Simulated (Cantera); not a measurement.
Input: 1 mol BCl3, 0.24 mol H2O, equilibrated at 1248.15 K and 1.00 Torr.

Equilibrium computed with Cantera from the NASA thermochemical tables; the gas is ideal and each condensed phase is pure. Candidate condensed phases: B, B2O3, B3O3H3, H2O; 33 gas species. The tables' values for BOCl, BCl2 are old estimates; treat these amounts as uncertain. The numbers say what is thermodynamically allowed, not how fast it happens.

Base state: BCl3 0.574, HCl 0.362, B3O3Cl3 0.0591, BOCl 0.00402, Cl 0.000323, H2 0.000151, BCl2 2.22e-5, B2O3 1.10e-5 (mole fractions); condensed: gas only.

What changes in the equilibrium state with this change: H2O from 0.24 to 0.065 mol?


```tsv
species	before	after
BCl3	0.574	0.859
HCl	0.362	0.119
B3O3Cl3	0.0591	0.0190
B2O3	1.10e-5	2.37e-6
BCl2	2.22e-5	6.12e-5
H2	0.000151	5.60e-5
Cl	0.000323	0.000175
BOCl	0.00402	0.00275
```

What changes in the equilibrium state with this change: BCl3 replaced by borazine?


```csv
species,before,after
H2,0.000151,0.975
N2,0,0.0239
HBO2,9.29e-6,0.000722
BCl3,0.574,0
HCl,0.362,0
B3O3Cl3,0.0591,0
BOCl,0.00402,0
Cl,0.000323,0
"BN(s), mol",0,2.84
"B2O3(l), mol",0,0.0778
```
The feed counts by its element totals alone. Mutual solubility and eutectic melting of coexisting phases are not modelled. Further candidate phases: BN.

What changes in the equilibrium state with this change: H2O from 0.24 to 13 mol?


| species | before | after |
|---|---|---|
| H2O | 1.26e-7 | 0.758 |
| HCl | 0.362 | 0.203 |
| HBO2 | 9.29e-6 | 0.0383 |
| BCl3 | 0.574 | <1e-9 |
| B3O3Cl3 | 0.0591 | <1e-9 |
| (HBO2)3 | <1e-9 | 0.000237 |
| O2 | <1e-9 | 2.31e-5 |
| B2O3(l), mol | 0 | 0.211 |
Gases not in the tables: H3BO3.
